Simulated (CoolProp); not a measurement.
Properties of octamethylcyclotetrasiloxane (D4) along the isotherm 425.6 K.

Values from CoolProp's reference Helmholtz-energy equation of state, Thol 2015.

| p (MPa) | phase | Joule-Thomson coefficient (K/MPa) | isothermal compressibility (1/MPa) |
|---|---|---|---|
| 0.0213 | gas | 23.98 | 47.85 |
| 0.0437 | gas | … | 23.85 |
| 0.0898 | liquid | -0.1885 | 0.005287 |
| 0.184 | liquid | … | 0.005254 |
| 0.379 | liquid | -0.1934 | … |
| 0.778 | liquid | -0.1998 | … |
| 1.6 | liquid | … | 0.004818 |
| 3.28 | liquid | … | … |
| 6.74 | liquid | -0.2667 | 0.003748 |

**Question.** What belongs in the gaps?

**Answer.** 
- 0.0437, Joule-Thomson coefficient (K/MPa): 24.98
- 0.184, Joule-Thomson coefficient (K/MPa): -0.1901
- 0.379, isothermal compressibility (1/MPa): 0.005189
- 0.778, isothermal compressibility (1/MPa): 0.005061
- 1.6, Joule-Thomson coefficient (K/MPa): -0.2120
- 3.28, Joule-Thomson coefficient (K/MPa): -0.2333
- 3.28, isothermal compressibility (1/MPa): 0.004397
